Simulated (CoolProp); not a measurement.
R13 at 365.05 K and 0.667 MPa flows at 0.9 m/s in a round tube of 25 mm bore and 0.25 µm roughness, fully developed (64/Re and Nu = 3.66 if laminar; Colebrook and Gnielinski if turbulent). Each further row changes one setting.

Computed with CoolProp (reference Helmholtz-energy equation of state, Platzer 1990). This equation is an older, rougher fit.

```json
[
 {"case": "as stated", "Reynolds number": "30700", "Darcy friction factor": "0.0234", "pressure drop (Pa/m)": "8.97", "heat-transfer coefficient (W/(m² K))": "50.3", "mass flow (kg/h)": "37.7"},
 {"case": "velocity 1.8 m/s", "Reynolds number": "61300", "Darcy friction factor": "0.0200", "pressure drop (Pa/m)": "30.7", "heat-transfer coefficient (W/(m² K))": "86.7", "mass flow (kg/h)": "75.3"},
 {"case": "diameter 50 mm", "Reynolds number": "61300", "Darcy friction factor": "0.0200", "pressure drop (Pa/m)": "3.83", "heat-transfer coefficient (W/(m² K))": "43.3", "mass flow (kg/h)": "151"}
]
```

Viscosity comes from a separate model (Huber 2003), an estimate that may be off by 10 % or more. Thermal conductivity comes from a separate model (Huber 2003), an estimate that may be off by 10 % or more.
